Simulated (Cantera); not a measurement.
Input: 1 mol BCl3, a varied amount of N2, held at 0.133 bar.

Cantera equilibrium calculation (NASA polynomials, part measured and part estimated; ideal gas, pure solids and liquids). Candidate condensed phases: B, BN; 10 gas species. N2 is the only nitrogen source here; it is nearly inert below about 1500 K, so the nitride shown seldom forms there in practice. The tables' values for BCl2 are old estimates. Equilibrium is a limit: real reactors are often held back by kinetics, nucleation or transport.

Stable condensed phases, one row left out:

```
T in K \ n(N2) in mol
         1.1 2.3 3.5 4.7 5.9 7.1 8.3
   2400    A   A   A   A   A   A   A
   2250    A   A   A   A   A   A   A
   2100    A   A   A   A   A   A   A
   1950    A   A   A   A   A   A   A
   1800    A   A   A   A   A   B   B
   1500    B   B   B   B   B   B   B
   1350    A   A   B   B   B   B   B
   1200    A   A   A   A   A   A   A
   1050    A   A   A   A   A   A   A
    900    A   A   A   A   A   A   A
    750    A   A   A   A   A   A   A
```

A: gas only; B: BN.

Question: Give the row for 1650 K.

Answer: 1.1: BN; 2.3: BN; 3.5: BN; 4.7: BN; 5.9: BN; 7.1: BN; 8.3: BN.
